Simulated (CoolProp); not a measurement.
R407C along the isobar 599 kPa: density (kg/m³) from the reference equation and from simpler models built on Tc = 359.3 K, pc = 4632 kPa, ω = 0.363; each cubic takes its own stable root.

Computed with CoolProp (reference Helmholtz-energy equation of state, Lemmon 2003). It is a pseudo-pure fit of the blend.

| T (K) | phase | reference |
|---|---|---|
| 307.2 | gas | 22.23 |
| 318.3 | gas | 21.17 |
| 329.3 | gas | 20.25 |
| 340.4 | gas | 19.41 |
| 351.5 | gas | 18.66 |
| 362.6 | gas | 17.98 |
| 373.7 | gas | 17.35 |
| 384.7 | gas | 16.78 |
| 395.8 | gas | 16.24 |
| 406.9 | gas | 15.74 |
| 418 | gas | 15.28 |

### Question
How far does each simpler model (van der Waals, Soave-Redlich-Kwong, Peng-Robinson) lie from the reference over these 11 states: mean and median of the absolute difference, and the worst?

### Answer
- van der Waals: mean 1.2 %, median 0.9 %, worst -3.4 % at 307.2 K and 599 kPa
- Soave-Redlich-Kwong: mean 0.5 %, median 0.4 %, worst -1.2 % at 307.2 K and 599 kPa
- Peng-Robinson: mean 0.2 %, median 0.2 %, worst -0.6 % at 307.2 K and 599 kPa
